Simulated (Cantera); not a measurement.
Charge: 1 mol Al(CH3)3, 0.33 mol NH3, 22 mol N2, equilibrated at 44.0 mbar.

Method: chemical equilibrium by Gibbs-energy minimisation in Cantera with the NASA 1993 tables (ideal gas, pure condensed phases). Candidate condensed phases: Al, AlN, C, C6H6, C7H8, C8H18; 97 gas species. The feed counts by its element totals alone. Kinetics and transport are ignored. All values below are at 852 °C.

Base state: N2 0.813, H2 0.187, CH4 4.45e-5, HCN 1.20e-5 (mole fractions); condensed: AlN(s) + C(graphite).

What changes in the equilibrium state with this change: Al(CH3)3 replaced by AlCl3?


| species | before | after |
|---|---|---|
| N2 | 0.813 | 0.934 |
| AlCl3 | 0 | 0.0369 |
| HCl | 0 | 0.0160 |
| H2 | 0.187 | 0.0129 |
| CH4 | 4.45e-5 | 0 |
| HCN | 1.20e-5 | 0 |
| AlCl2 | 0 | 1.15e-5 |
| AlN(s), mol | 1.00 | 0.126 |
| C(graphite), mol | 3.00 | 0 |
The tables' values for AlCl2 are old estimates; treat these amounts as uncertain. Further candidate phases: AlCl3, NH4Cl.
